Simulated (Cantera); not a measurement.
Input: 1 mol SiF₄, 2 mol N₂O, 1.4 mol H₂, held at 5.40 Pa.

Method: chemical equilibrium by Gibbs-energy minimisation in Cantera with the NASA 1993 tables (ideal gas, pure condensed phases). Candidate condensed phases: H₂O, Si, SiO₂, Si₂N₂O, Si₃N₄; 58 gas species. The tables hold silica as quartz up to 1696 K and as liquid above; real silica turns to tridymite and cristobalite and melts near 1996 K. Equilibrium is a limit: real reactors are often held back by kinetics, nucleation or transport.

Question: What share of the Si ends up in condensed phases as a function of T (K), at 700, 750, 800, 850, 900, 950, 1000, 1050, 1100, 1150?

Answer: 
```csv
T (K),Si condensed (%),as
700,45.7,SiO₂(α-quartz)
750,51.9,SiO₂(α-quartz)
800,56.6,SiO₂(α-quartz)
850,60.2,SiO₂(β-quartz)
900,62.8,SiO₂(β-quartz)
950,64.6,SiO₂(β-quartz)
1000,66.0,SiO₂(β-quartz)
1050,66.9,SiO₂(β-quartz)
1100,67.6,SiO₂(β-quartz)
1150,68.1,SiO₂(β-quartz)
```
